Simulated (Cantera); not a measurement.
A closed system holds: 1 mol Zr, a varied amount of O2, 21 mol N2, 0.75 mol N2O, held at 1350 K and 50.0 Pa.

Cantera equilibrium calculation (NASA polynomials, part measured and part estimated; ideal gas, pure solids and liquids). Candidate condensed phases: Zr, ZrN, ZrO2; 13 gas species. Mutual solubility and eutectic melting of coexisting phases are not modelled. ZrN: taken at fixed stoichiometry. Condensed phases not in the tables: solid solutions among these carbides, nitrides and lower oxides. Rates play no part.

x: gas mole fraction; n: condensed amount in mol.

```
n(O2) (mol)   x N2     x O2      x NO      x O    x NO2    n ZrN(s)  n ZrO2(monoclinic)
-----------  -----  -------  --------  -------  -------  ----------  ------------------
0.031         1.00   <1e-12    <1e-12   <1e-12   <1e-12       0.594               0.406
0.068         1.00   <1e-12    <1e-12   <1e-12   <1e-12       0.557          (withheld)
0.15          1.00   <1e-12    <1e-12   <1e-12   <1e-12  (withheld)          (withheld)
0.33          1.00   <1e-12    <1e-12   <1e-12   <1e-12       0.295               0.705
0.72         0.996  0.00430   8.72e-5  1.24e-6  2.50e-9           0                1.00
1.6          0.957   0.0428  0.000269  3.90e-6  2.43e-8           0                1.00
3.5          0.883    0.117  0.000427  6.44e-6  6.36e-8           0                1.00
7.6          0.757    0.243  0.000570  9.29e-6  1.23e-7           0                1.00
```

Task: Some entries are withheld; supply them.

Result: 
- 0.068, n ZrO2(monoclinic): 0.443
- 0.15, n ZrN(s): 0.475
- 0.15, n ZrO2(monoclinic): 0.525
